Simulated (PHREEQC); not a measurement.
A column of 0.2 m (30 cells, dispersivity 0.01 m, 3600 s a shift, diffusion coefficient 3e-10 m²/s) holds 0.009 eq of the database's cation exchanger X per kg of pore water, first in equilibrium with 0.0019 mol ZnSO4, 0.0091 mol CdCl2 and 1e-05 mol HCl per kg of water. It is flushed with 0.0041 mol ZnSO4 and 1e-05 mol HCl per kg of water, at 25 °C. Values are for the last cell. CO2 from the air is kept out. Precipitation was switched off in this run.

Model: ion-association model, phreeqc.dat, run in PHREEQC.

```json
[
 {"pore volumes": "0", "Cl in solution (mol/kgw)": "0.0182", "Cd in solution (mol/kgw)": "0.00910", "Zn in solution (mol/kgw)": "0.00190"},
 {"pore volumes": "0.1833", "Cl in solution (mol/kgw)": "0.0182", "Cd in solution (mol/kgw)": "0.00910", "Zn in solution (mol/kgw)": "0.00190"},
 {"pore volumes": "0.35", "Cl in solution (mol/kgw)": "0.0182", "Cd in solution (mol/kgw)": "0.00910", "Zn in solution (mol/kgw)": "0.00190"},
 {"pore volumes": "0.6833", "Cl in solution (mol/kgw)": "0.0156", "Cd in solution (mol/kgw)": "0.00819", "Zn in solution (mol/kgw)": "[?]"},
 {"pore volumes": "0.85", "Cl in solution (mol/kgw)": "0.0117", "Cd in solution (mol/kgw)": "0.00681", "Zn in solution (mol/kgw)": "0.00171"},
 {"pore volumes": "1.017", "Cl in solution (mol/kgw)": "0.00760", "Cd in solution (mol/kgw)": "[?]", "Zn in solution (mol/kgw)": "0.00161"},
 {"pore volumes": "1.183", "Cl in solution (mol/kgw)": "0.00446", "Cd in solution (mol/kgw)": "[?]", "Zn in solution (mol/kgw)": "0.00158"},
 {"pore volumes": "1.35", "Cl in solution (mol/kgw)": "0.00243", "Cd in solution (mol/kgw)": "0.00337", "Zn in solution (mol/kgw)": "0.00165"},
 {"pore volumes": "1.683", "Cl in solution (mol/kgw)": "[?]", "Cd in solution (mol/kgw)": "0.00231", "Zn in solution (mol/kgw)": "0.00202"},
 {"pore volumes": "1.85", "Cl in solution (mol/kgw)": "0.000307", "Cd in solution (mol/kgw)": "0.00192", "Zn in solution (mol/kgw)": "0.00229"},
 {"pore volumes": "2.017", "Cl in solution (mol/kgw)": "0.000150", "Cd in solution (mol/kgw)": "0.00158", "Zn in solution (mol/kgw)": "0.00258"},
 {"pore volumes": "2.183", "Cl in solution (mol/kgw)": "7.48e-5", "Cd in solution (mol/kgw)": "0.00127", "Zn in solution (mol/kgw)": "0.00285"},
 {"pore volumes": "2.35", "Cl in solution (mol/kgw)": "3.96e-5", "Cd in solution (mol/kgw)": "[?]", "Zn in solution (mol/kgw)": "0.00310"},
 {"pore volumes": "2.683", "Cl in solution (mol/kgw)": "1.60e-5", "Cd in solution (mol/kgw)": "0.000603", "Zn in solution (mol/kgw)": "0.00350"},
 {"pore volumes": "2.85", "Cl in solution (mol/kgw)": "1.27e-5", "Cd in solution (mol/kgw)": "0.000457", "Zn in solution (mol/kgw)": "0.00364"},
 {"pore volumes": "3.017", "Cl in solution (mol/kgw)": "1.12e-5", "Cd in solution (mol/kgw)": "0.000342", "Zn in solution (mol/kgw)": "0.00376"},
 {"pore volumes": "3.183", "Cl in solution (mol/kgw)": "1.05e-5", "Cd in solution (mol/kgw)": "0.000254", "Zn in solution (mol/kgw)": "0.00385"},
 {"pore volumes": "3.35", "Cl in solution (mol/kgw)": "1.02e-5", "Cd in solution (mol/kgw)": "0.000187", "Zn in solution (mol/kgw)": "0.00391"},
 {"pore volumes": "3.683", "Cl in solution (mol/kgw)": "1.00e-5", "Cd in solution (mol/kgw)": "9.96e-5", "Zn in solution (mol/kgw)": "[?]"},
 {"pore volumes": "3.85", "Cl in solution (mol/kgw)": "1.00e-5", "Cd in solution (mol/kgw)": "7.21e-5", "Zn in solution (mol/kgw)": "0.00403"},
 {"pore volumes": "4.017", "Cl in solution (mol/kgw)": "1.00e-5", "Cd in solution (mol/kgw)": "5.20e-5", "Zn in solution (mol/kgw)": "0.00405"},
 {"pore volumes": "4.183", "Cl in solution (mol/kgw)": "1.00e-5", "Cd in solution (mol/kgw)": "3.73e-5", "Zn in solution (mol/kgw)": "0.00406"},
 {"pore volumes": "4.35", "Cl in solution (mol/kgw)": "1.00e-5", "Cd in solution (mol/kgw)": "[?]", "Zn in solution (mol/kgw)": "0.00407"},
 {"pore volumes": "4.683", "Cl in solution (mol/kgw)": "1.00e-5", "Cd in solution (mol/kgw)": "1.36e-5", "Zn in solution (mol/kgw)": "0.00409"},
 {"pore volumes": "4.85", "Cl in solution (mol/kgw)": "1.00e-5", "Cd in solution (mol/kgw)": "9.67e-6", "Zn in solution (mol/kgw)": "0.00409"},
 {"pore volumes": "5.017", "Cl in solution (mol/kgw)": "1.00e-5", "Cd in solution (mol/kgw)": "6.86e-6", "Zn in solution (mol/kgw)": "0.00409"}
]
```

Task: Some entries are withheld; supply them.

Result: 
- 0.6833, Zn in solution (mol/kgw): 0.00182
- 1.017, Cd in solution (mol/kgw): 0.00537
- 1.183, Cd in solution (mol/kgw): 0.00420
- 1.683, Cl in solution (mol/kgw): 0.000628
- 2.35, Cd in solution (mol/kgw): 0.00101
- 3.683, Zn in solution (mol/kgw): 0.00400
- 4.35, Cd in solution (mol/kgw): 2.67e-5
